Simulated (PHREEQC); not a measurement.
Make-up at 25 °C: 0.065 mol/kgw Cu(NO3)2, 0.0038 mol/kgw MnCl2 and 0.021 mol/kgw KCl. Closed to the air; pH follows from the charge balance.

The numbers come from PHREEQC with the ion-association model, phreeqc.dat.

This is a speciation only: nothing precipitates in the calculation.

Problem. Predict the pH, density, specific conductance.

Solution. pH 4.33; density 1.008 g/cm³; specific conductance 14500 µS/cm.

Problem. In which forms is Mn present?

Solution. Mn+2 96 %, MnCl+ 3.2 %, Mn(NO3)2 0.9 % of the Mn.
